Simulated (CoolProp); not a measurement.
Saturation properties of R236FA (Tc = 124.9 °C, pc = 31.91 bar, ω = 0.377).

The numbers come from the reference Helmholtz-energy equation of state, Pan 2012 in CoolProp.

```tsv
T (°C)	p (bar)	liquid density (kg/m³)	vapour density (kg/m³)	liquid cp (kJ/(kg K))	liquid viscosity (µPa s)
20.55	2.338	1375	15.88	1.229	302
24.95	2.715	1360	18.36	1.238	286
29.25	3.127	1345	21.07	1.247	271
33.55	3.585	1330	24.09	1.257	257
37.85	4.093	1314	27.46	1.268	244
42.15	4.655	1299	31.21	1.279	231
46.45	5.272	1282	35.38	1.292	219
50.75	5.950	1266	40.01	1.306	208
55.15	6.710	1248	45.27	1.321	197
59.45	7.521	1230	50.99	1.337	186
```

It boils at -1.5 °C under 1 atm.

Viscosity comes from a separate model (Huber 2003), an estimate that may be off by 10 % or more.
